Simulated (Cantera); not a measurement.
A Cantera script and what it prints.

```python
import numpy as np
import cantera as ct

gas_names = """
    Fe FeO N NO NO2 NO3 N2 N2O O O2 O3 S SN SO SO2 SO3 S2 S2O S8
""".split()
cond_names = """
    Fe(a) Fe(c) Fe(d) Fe(L) FeO(s) FeO(L) FeS(a) FeS(b) FeS(c) FeS(L) FeSO4(s) FeS2(s) Fe2O3(s)
    Fe2S3O12(s) Fe3O4(s) S(cr1) S(cr2) S(L)
""".split()


def load(file, names, dense=False):
    # The tables refer to 1 bar. Condensed volumes are neglected.
    table = {s.name: s for s in ct.Species.list_from_file(file)}
    out = []
    for n in names:
        d = dict(table[n].input_data)
        d["thermo"] = dict(d["thermo"], **{"reference-pressure": 1e5})
        if dense:
            d["equation-of-state"] = {"model": "constant-volume", "density": "1e6 g/cm^3"}
        out.append(ct.Species.from_dict(d))
    return out


gas = ct.Solution(thermo="ideal-gas", species=load("nasa_gas.yaml", gas_names))
cond = {s.name: ct.Solution(thermo="fixed-stoichiometry", species=[s], name=s.name)
        for s in load("nasa_condensed.yaml", cond_names, dense=True)}
atoms = {
    'FeS2': {'Fe': 1, 'S': 2},
    'O2': {'O': 2},
    'N2': {'N': 2},
}
top_T = {'FeSO4(s)': 950, 'FeS2(s)': 1010, 'Fe2O3(s)': 1830, 'Fe2S3O12(s)': 1100, 'Fe3O4(s)': 1870}  # K; cautious upper limits of use, not melting points


def equilibrate(T, P, feed):
    n = {}
    for name, mol in feed.items():
        for a, k in atoms[name].items():
            n[a] = n.get(a, 0.0) + k * mol
    gas.TPX = T, P, n
    mass = sum(n.values()) * gas.mean_molecular_weight
    gas.equilibrate("TP")
    valid = [c for c in cond.values() if c.min_temp <= T <= top_T.get(c.name, c.max_temp)]
    mix = ct.Mixture([(gas, mass / gas.mean_molecular_weight)] + [(c, 0.0) for c in valid])
    mix.T, mix.P = T, P
    mix.equilibrate("TP", solver="vcs", rtol=1e-11, max_steps=5000)
    return mix


results = []
feed = {'FeS2': 1, 'O2': 0.53, 'N2': 3}  # mol
P = 2600  # Pa
for T in [750, 800, 850, 900, 950, 1000, 1050, 1100]:
    mix = equilibrate(T, P, feed)
    results.append((T, P, feed, dict(zip(mix.species_names, mix.species_moles))))

top = {s: max(r[3][s] / sum(r[3][g] for g in gas_names) for r in results) for s in gas_names}
cols = sorted((s for s in top if top[s] > 0.001), key=lambda s: -top[s])[:8]
seen = [c for c in cond_names if any(r[3].get(c, 0) > 1e-12 for r in results)]
print("log10 of partial pressures in bar; condensed amounts in mol")
print(f"{'T/K':>10s}" + "".join(f"{s[:9]:>10s}" for s in cols + seen))
for T, P, feed, n in results:
    ng = sum(n[g] for g in gas_names)
    print(f"{T:10.4g}" + "".join(f"{np.log10(max(n[s] / ng * P / 1e5, 1e-99)):10.3f}" for s in cols)
          + "".join(f"{n.get(c, 0):10.4g}" for c in seen))
```

Result:

```
log10 of partial pressures in bar; condensed amounts in mol
       T/K        N2       SO2        S2       S2O    FeS(c)   FeS2(s)  Fe3O4(s)
       750    -1.639    -2.519    -4.644    -5.908         0    0.7989   0.06702
       800    -1.657    -2.410    -4.005    -5.392    0.5578    0.4422         0
       850    -1.677    -2.431    -2.916    -4.601    0.8813    0.1187         0
       900    -1.684    -2.438    -2.796    -4.528         1         0         0
       950    -1.684    -2.438    -2.795    -4.540         1         0         0
      1000    -1.684    -2.438    -2.795    -4.550         1         0         0
      1050    -1.684    -2.438    -2.795    -4.560         1         0         0
      1100    -1.684    -2.438    -2.795    -4.568         1         0         0
```

Method: chemical equilibrium by Gibbs-energy minimisation in Cantera with the NASA 1993 tables (ideal gas, pure condensed phases). FeS: taken at fixed stoichiometry. Gases not in the tables: S3 to S7.
